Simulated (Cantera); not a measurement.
A closed system holds: 1 mol TEOS, 0.16 mol O2, 60 mol N2, 0.26 mol NO, equilibrated at 12.0 Pa.

These are equilibrium values from Cantera (NASA tables, ideal gas, pure condensed phases), not measurements of a reactor. Candidate condensed phases: C, C6H6, C7H8, C8H18, H2O, Si, SiC, SiO2, Si2N2O, Si3N4; 151 gas species. The feed counts by its element totals alone. The numbers say what is thermodynamically allowed, not how fast it happens.

Problem. At 902 °C, list the 4 most abundant gas species with their mole fractions, and the condensed phases.

Solution. N2 0.809, H2 0.136, CO 0.0554, HCN 1.86e-5. Condensed: C(graphite) + Si2N2O(s).
